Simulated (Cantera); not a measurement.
An adiabatic, constant-pressure homogeneous reactor starts with CH4 : CO : O2 : N2 = 1 : 0.39 : 4.3 : 34 (molar parts), at 1800 K and 26.0 bar.

Detailed kinetics in Cantera: GRI-Mech 3.0 (53 species, 325 reactions). The pressure lies above the range GRI-Mech 3.0 was tuned for (to about 10 atm).

**Question.** Predict: time of steepest temperature rise; temperature at 2.00 s; equilibrium temperature; x(CO) at 2.00 s; x(O2) at 2.00 s; x(H) at 2.00 s; x(CO2) at 2.00 s.

**Answer.** 
- time of steepest temperature rise = 11.9 µs
- temperature at 2.00 s = 2375 K
- equilibrium temperature = 2375 K
- x(CO) at 2.00 s = 0.000568 (gas-phase equilibrium 0.000568)
- x(O2) at 2.00 s = 0.0483 (gas-phase equilibrium 0.0483)
- x(H) at 2.00 s = 3.28e-5 (gas-phase equilibrium 3.28e-5)
- x(CO2) at 2.00 s = 0.0346 (gas-phase equilibrium 0.0346)
